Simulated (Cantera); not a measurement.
Charge: 1 mol PbO, a varied amount of CO, 1.3 mol N2, held at 1098.15 K and 0.133 bar.

Cantera equilibrium calculation (NASA polynomials, part measured and part estimated; ideal gas, pure solids and liquids). Candidate condensed phases: C, Pb, PbO, PbO2, Pb3O4; 27 gas species. Equilibrium is a limit: real reactors are often held back by kinetics, nucleation or transport.

Q: At 3.4 mol CO, list the 4 most abundant gas species with their mole fractions, and the condensed phases.

A: CO 0.510, N2 0.276, CO2 0.213, Pb 0.000879. Condensed: Pb(l).
